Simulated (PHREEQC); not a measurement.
9 g of hydrous ferric oxide (600 m²/g; 0.2 weak and 0.005 strong sites per Fe, Dzombak-Morel constants, diffuse double layer) in 1 kg of water with 0.005 mol/kgw of an inert sodium salt and 2.7 mmol/kgw PbCl2, at 25 °C; the pH is set by adding NaOH or the inert anion's acid. O2 is buffered at 0.21 atm. The system is closed to CO2. Nothing may precipitate in this run.

The series has 17 steps of pH, from 4 to 12.

The numbers come from PHREEQC with the ion-association model, wateq4f.dat.

Task: Near which pH is half of the Pb sorbed, and on which side is more sorbed?

Result: Near pH 4.6, with more sorbed at higher pH.

Task: At which pH does the surface charge pass through zero?

Result: Near pH 8.4.

Along this series the solution becomes supersaturated in solids that the run did not let form, among them Pb(OH)2.
